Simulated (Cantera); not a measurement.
Cantera run, input and output.

```python
import numpy as np
import cantera as ct

gas = ct.Solution("gri30.yaml")
gas.TPX = 1975, 81000, {'NO': 1, 'N2': 0.11}
reactor = ct.IdealGasConstPressureReactor(gas, energy="off", clone=False)
net = ct.ReactorNet([reactor])
net.rtol, net.atol = 1e-08, 1e-18
show = ['NO', 'N2', 'NO2', 'O', 'O2', 'N2O']
times = np.geomspace(1e-05, 200, 11)

steps = ct.SolutionArray(gas, extra=["t"])
rows = []
print(f"{'t/s':>10s}{'T/K':>9s}{'P/Pa':>11s}" + "".join(f"{s:>11s}" for s in show))
for t in times:
    while net.time < t:
        t_next = net.step()
        steps.append(gas.state, t=t_next)
    rows.append([np.interp(t, steps.t, y) for y in (steps.T, steps.P, *steps(*show).X.T)])
    print(f"{t:10.3e}{rows[-1][0]:9.1f}{rows[-1][1]:11.4g}" + "".join(f"{x:11.3e}" for x in rows[-1][2:]))
rate = np.gradient(steps.T, steps.t)
print("integrator steps:", len(steps.t))
if steps.T.max() > steps.T[0] + 200:
    print(f"time of steepest temperature rise: {steps.t[rate.argmax()]:.4e} s")
gas.TPX = 1975, 81000, {'NO': 1, 'N2': 0.11}
gas.equilibrate("TP")
print(f"equilibrium (TP): T = {gas.T:.1f} K  " + "  ".join(f"{s} {gas[s].X[0]:.3e}" for s in show))
```

Result:

```
       t/s      T/K       P/Pa         NO         N2        NO2          O         O2        N2O
 1.000e-05   1975.0    8.1e+04  9.009e-01  9.910e-02  1.374e-06  5.032e-06  2.696e-08  6.302e-06
 5.372e-05   1975.0    8.1e+04  9.008e-01  9.910e-02  2.094e-05  1.443e-05  5.918e-07  3.266e-05
 2.885e-04   1975.0    8.1e+04  9.005e-01  9.916e-02  1.515e-04  4.159e-05  2.075e-05  1.455e-04
 1.550e-03   1975.0    8.1e+04  8.987e-01  9.985e-02  3.600e-04  8.134e-05  6.729e-04  3.451e-04
 8.326e-03   1975.0    8.1e+04  8.892e-01  1.046e-01  4.180e-04  9.353e-05  5.364e-03  3.609e-04
 4.472e-02   1975.0    8.1e+04  8.398e-01  1.293e-01  5.947e-04  1.342e-04  2.993e-02  3.156e-04
 2.402e-01   1975.0    8.1e+04  6.255e-01  2.364e-01  8.319e-04  2.396e-04  1.368e-01  1.668e-04
 1.290e+00   1975.0    8.1e+04  1.900e-01  4.544e-01  3.998e-04  3.693e-04  3.549e-01  1.477e-05
 6.931e+00   1975.0    8.1e+04  1.775e-02  5.406e-01  4.160e-05  4.092e-04  4.412e-01  4.569e-07
 3.723e+01   1975.0    8.1e+04  8.695e-03  5.451e-01  2.048e-05  4.111e-04  4.458e-01  3.666e-07
 2.000e+02   1975.0    8.1e+04  8.692e-03  5.451e-01  2.048e-05  4.111e-04  4.458e-01  3.666e-07
integrator steps: 1314
equilibrium (TP): T = 1975.0 K  NO 8.692e-03  N2 5.451e-01  NO2 2.048e-05  O 4.111e-04  O2 4.458e-01  N2O 3.666e-07
```

Cantera simulation using GRI-Mech 3.0 (53 species, 325 reactions); the numbers are that mechanism's predictions, not measurements.
